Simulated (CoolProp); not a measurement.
Vapour-liquid equilibrium of fluoroethane (R161) (1) + R134a (2) at 341 kPa; x and y are mole fractions of (1).

Computed with CoolProp (multi-fluid Helmholtz-energy mixture model, Wu 2012 and Tillner-Roth 1994; pair parameters Bell 2016).

```json
[
 {"x": "0.05", "bubble temperature, mixture model (K)": "277.0", "bubble temperature, Raoult's law (K)": "276.8", "y, mixture model": "0.064", "y, Raoult's law": "0.072"},
 {"x": "0.125", "bubble temperature, mixture model (K)": "276.3", "bubble temperature, Raoult's law (K)": "275.8", "y, mixture model": "0.158", "y, Raoult's law": "0.174"},
 {"x": "0.2", "bubble temperature, mixture model (K)": "275.5", "bubble temperature, Raoult's law (K)": "274.8", "y, mixture model": "0.249", "y, Raoult's law": "0.271"},
 {"x": "0.275", "bubble temperature, mixture model (K)": "274.7", "bubble temperature, Raoult's law (K)": "273.9", "y, mixture model": "0.339", "y, Raoult's law": "0.361"},
 {"x": "0.35", "bubble temperature, mixture model (K)": "273.9", "bubble temperature, Raoult's law (K)": "273.0", "y, mixture model": "0.425", "y, Raoult's law": "0.446"},
 {"x": "0.425", "bubble temperature, mixture model (K)": "273.1", "bubble temperature, Raoult's law (K)": "272.1", "y, mixture model": "0.509", "y, Raoult's law": "0.525"},
 {"x": "0.5", "bubble temperature, mixture model (K)": "272.2", "bubble temperature, Raoult's law (K)": "271.2", "y, mixture model": "0.588", "y, Raoult's law": "0.600"},
 {"x": "0.575", "bubble temperature, mixture model (K)": "271.3", "bubble temperature, Raoult's law (K)": "270.3", "y, mixture model": "0.664", "y, Raoult's law": "0.671"},
 {"x": "0.65", "bubble temperature, mixture model (K)": "270.3", "bubble temperature, Raoult's law (K)": "269.5", "y, mixture model": "0.735", "y, Raoult's law": "0.737"},
 {"x": "0.725", "bubble temperature, mixture model (K)": "269.4", "bubble temperature, Raoult's law (K)": "268.7", "y, mixture model": "0.801", "y, Raoult's law": "0.800"},
 {"x": "0.8", "bubble temperature, mixture model (K)": "268.4", "bubble temperature, Raoult's law (K)": "267.9", "y, mixture model": "0.862", "y, Raoult's law": "0.859"},
 {"x": "0.875", "bubble temperature, mixture model (K)": "267.5", "bubble temperature, Raoult's law (K)": "267.1", "y, mixture model": "0.918", "y, Raoult's law": "0.914"},
 {"x": "0.95", "bubble temperature, mixture model (K)": "266.5", "bubble temperature, Raoult's law (K)": "266.4", "y, mixture model": "0.969", "y, Raoult's law": "0.967"}
]
```

The largest gap from Raoult's law is +1.0 K in bubble temperature, at x = 0.425. No azeotrope shows between x = 0.05 and 0.95.

Pair parameters are fitted to limited data, so mixtures are less certain than the pure fluids.
